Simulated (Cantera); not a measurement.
Charge: 1 mol acetone, 10 mol H2, 14 mol N2, at 0.100 bar.

Cantera equilibrium calculation (NASA polynomials, part measured and part estimated; ideal gas, pure solids and liquids). Candidate condensed phases: C, C6H6, C7H8, C8H18, H2O; 136 gas species. The feed counts by its element totals alone. Rates play no part.

Task: At 2773 K, list the 4 most abundant gas species with their mole fractions, and the condensed phases.

Result: N2 0.440, H2 0.333, H 0.136, HCN 0.0423. Condensed: gas only.
